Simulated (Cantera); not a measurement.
What does this Cantera script print?

```python
import numpy as np
import cantera as ct

gas_names = [...]  # 77 gases of nasa_gas.yaml made of C, H, Ti
cond_names = """
    C(gr) C6H6(L) C7H8(L) C8H18(L),n-octa Ti(a) Ti(b) Ti(L) TiC(s) TiC(L)
""".split()


# ... load() reads the species with a 1 bar reference pressure and builds the phases ...
atoms = {
    'TiC': {'Ti': 1, 'C': 1},
    'H2': {'H': 2},
}
top_T = {'C(gr)': 4500}  # K; cautious upper limits of use, not melting points


# ... equilibrate(T, P, feed) seeds the gas with the atoms and calls Mixture.equilibrate('TP', solver="vcs", rtol=1e-11, max_steps=5000) ...
results = []
feed = {'TiC': 1, 'H2': 0.062}  # mol
T = 2800  # K
P = 1333.22  # Pa
mix = equilibrate(T, P, feed)
results.append((T, P, feed, dict(zip(mix.species_names, mix.species_moles))))
x = sorted(zip(gas.X, gas.species_names), reverse=True)
print(f"T = {T:g} K  P = {P:g} Pa  gas = {mix.phase_moles(0):.4g} mol")
print("   x: " + "  ".join(f"{s} {v:.3e}" for v, s in x if v > 1e-06))
print("   condensed (mol): " + ("  ".join(f"{mix.phase(i).name} {mix.phase_moles(i):.4g}"
      for i in range(1, mix.n_phases) if mix.phase_moles(i) > 1e-12) or "none"))
```

It prints:

```
T = 2800 K  P = 1333.22 Pa  gas = 0.08344 mol
   x: H 4.968e-01  H2 4.914e-01  Ti 7.882e-03  C2H2,acetylene 3.077e-03  C2H 3.925e-04  C 2.141e-04  C3 1.926e-04  C2 4.340e-05  CH 1.108e-05  C4H2 8.018e-06  C2H2,vinylidene 5.907e-06  CH2 5.220e-06  CH3 2.309e-06
   condensed (mol): TiC(s) 0.9993
```

These are equilibrium values from Cantera (NASA tables, ideal gas, pure condensed phases), not measurements of a reactor. TiC: taken at fixed stoichiometry.
